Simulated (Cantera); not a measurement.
Charge: 1 mol PbO, a varied amount of C, 18 mol N₂, at 1800 K and 85.0 Pa.

These are equilibrium values from Cantera (NASA tables, ideal gas, pure condensed phases), not measurements of a reactor. Candidate condensed phases: C, Pb, PbO, PbO₂, Pb₃O₄; 27 gas species. Equilibrium is a limit: real reactors are often held back by kinetics, nucleation or transport.

Problem. At 0.8 mol C, list the 5 most abundant gas species with their mole fractions, and the condensed phases.

Solution. N₂ 0.909, Pb 0.0504, CO 0.0305, CO₂ 0.00993, PbO 0.000125. Condensed: gas only.
